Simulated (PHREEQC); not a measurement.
Make-up at 25 °C: 0.0043 mol/kgw H2SO4. Closed to the air; pH follows from the charge balance.

All values are PHREEQC results (ion-association model, phreeqc.dat), not measurements.

Precipitation was switched off in this run.

Problem. Predict the pH.

Solution. pH 2.18.

Problem. In which forms is S present?

Solution. SO4-2 68 %, HSO4- 32 % of the S.
